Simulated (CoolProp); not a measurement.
Vapour-liquid equilibrium of carbon dioxide (1) + n-butane (2) at 239.5 K; x and y are mole fractions of (1).

Values from CoolProp's multi-fluid Helmholtz-energy mixture model, Span 1996 and Bücker 2006; pair parameters Kunz 2012.

Q: Give the bubble pressure and the first vapour's composition at x = 0.35, 0.75, 0.95. Is there an azeotrope?

A: x = 0.35: 0.7767 MPa, y = 0.971; x = 0.75: 1.041 MPa, y = 0.983; x = 0.95: 1.201 MPa, y = 0.994. No azeotrope shows between x = 0.05 and 0.95.

Pair parameters are fitted to limited data, so mixtures are less certain than the pure fluids. With so large a gap from Raoult's law the liquid may split in two, which this calculation doesn't test in full.
